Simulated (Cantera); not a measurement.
A Cantera script and what it prints.

```python
import numpy as np
import cantera as ct

gas_names = """
    CL CLO CL2 H HCL HNO HNO2 HNO3 HOCL HO2 H2 H2O H2O2 Mg MgCL MgCL2 MgH MgN MgO MgOH MgO2H2 Mg2 N NH
    NH2 NH3 NH2OH NO NO2 NO3 N2 N2H2 N2H4 N2O O OH O2 O3
""".split()
cond_names = """
    H2O(s) H2O(L) Mg(cr) Mg(L) MgCL2(s) MgCL2(L) MgO(s) MgO(L) MgO2H2(s) NH4CL(a) NH4CL(b)
""".split()


# ... load() reads the species with a 1 bar reference pressure and builds the phases ...
atoms = {
    'MgO': {'Mg': 1, 'O': 1},
    'HCl': {'H': 1, 'CL': 1},
    'N2': {'N': 2},
}
top_T = {}  # K; cautious upper limits of use, not melting points


# ... equilibrate(T, P, feed) seeds the gas with the atoms and calls Mixture.equilibrate('TP', solver="vcs", rtol=1e-11, max_steps=5000) ...
results = []
feed = {'MgO': 1, 'HCl': 18, 'N2': 2.7}  # mol
P = 48  # Pa
for T in [1125, 1175, 1225, 1275, 1325, 1375, 1425, 1475, 1525, 1575, 1625, 1675, 1725]:
    mix = equilibrate(T, P, feed)
    results.append((T, P, feed, dict(zip(mix.species_names, mix.species_moles))))
    x = sorted(zip(gas.X, gas.species_names), reverse=True)
    print(f"T = {T:g} K  P = {P:g} Pa  gas = {mix.phase_moles(0):.4g} mol")
    print("   x: " + "  ".join(f"{s} {v:.3e}" for v, s in x if v > 0.0001))
    print("   condensed (mol): " + ("  ".join(f"{mix.phase(i).name} {mix.phase_moles(i):.4g}"
          for i in range(1, mix.n_phases) if mix.phase_moles(i) > 1e-12) or "none"))
```

It prints:

```
T = 1125 K  P = 48 Pa  gas = 20.7 mol
   x: HCL 8.501e-01  N2 1.304e-01  MgCL2 9.626e-03  H2O 9.626e-03  CL 1.653e-04
   condensed (mol): MgO(s) 0.8007
T = 1175 K  P = 48 Pa  gas = 20.7 mol
   x: HCL 8.427e-01  N2 1.304e-01  MgCL2 1.322e-02  H2O 1.322e-02  CL 3.213e-04  H2 1.644e-04
   condensed (mol): MgO(s) 0.7264
T = 1225 K  P = 48 Pa  gas = 20.71 mol
   x: HCL 8.335e-01  N2 1.304e-01  MgCL2 1.761e-02  H2O 1.761e-02  CL 5.899e-04  H2 2.994e-04
   condensed (mol): MgO(s) 0.6353
T = 1275 K  P = 48 Pa  gas = 20.71 mol
   x: HCL 8.224e-01  N2 1.304e-01  MgCL2 2.284e-02  H2O 2.284e-02  CL 1.030e-03  H2 5.201e-04
   condensed (mol): MgO(s) 0.5269
T = 1325 K  P = 48 Pa  gas = 20.72 mol
   x: HCL 8.093e-01  N2 1.303e-01  MgCL2 2.891e-02  H2O 2.891e-02  CL 1.721e-03  H2 8.659e-04
   condensed (mol): MgO(s) 0.401
T = 1375 K  P = 48 Pa  gas = 20.73 mol
   x: HCL 7.940e-01  N2 1.303e-01  MgCL2 3.579e-02  H2O 3.579e-02  CL 2.762e-03  H2 1.387e-03
   condensed (mol): MgO(s) 0.2581
T = 1425 K  P = 48 Pa  gas = 20.74 mol
   x: HCL 7.766e-01  N2 1.302e-01  MgCL2 4.341e-02  H2O 4.340e-02  CL 4.277e-03  H2 2.143e-03
   condensed (mol): MgO(s) 0.09944
T = 1475 K  P = 48 Pa  gas = 20.77 mol
   x: HCL 7.640e-01  N2 1.300e-01  MgCL2 4.815e-02  H2O 4.814e-02  CL 6.451e-03  H2 3.226e-03
   condensed (mol): none
T = 1525 K  P = 48 Pa  gas = 20.8 mol
   x: HCL 7.597e-01  N2 1.298e-01  MgCL2 4.807e-02  H2O 4.805e-02  CL 9.539e-03  H2 4.757e-03
   condensed (mol): none
T = 1575 K  P = 48 Pa  gas = 20.85 mol
   x: HCL 7.538e-01  N2 1.295e-01  MgCL2 4.797e-02  H2O 4.792e-02  CL 1.375e-02  H2 6.830e-03  H 1.568e-04
   condensed (mol): none
T = 1625 K  P = 48 Pa  gas = 20.91 mol
   x: HCL 7.460e-01  N2 1.291e-01  MgCL2 4.782e-02  H2O 4.775e-02  CL 1.934e-02  H2 9.565e-03  H 3.149e-04
   condensed (mol): none
T = 1675 K  P = 48 Pa  gas = 20.99 mol
   x: HCL 7.358e-01  N2 1.286e-01  MgCL2 4.762e-02  H2O 4.752e-02  CL 2.662e-02  H2 1.308e-02  H 6.061e-04  OH 1.065e-04
   condensed (mol): none
T = 1725 K  P = 48 Pa  gas = 21.09 mol
   x: HCL 7.227e-01  N2 1.280e-01  MgCL2 4.736e-02  H2O 4.720e-02  CL 3.588e-02  H2 1.748e-02  H 1.121e-03  OH 1.668e-04
   condensed (mol): none
```

Method: chemical equilibrium by Gibbs-energy minimisation in Cantera with the NASA 1993 tables (ideal gas, pure condensed phases).
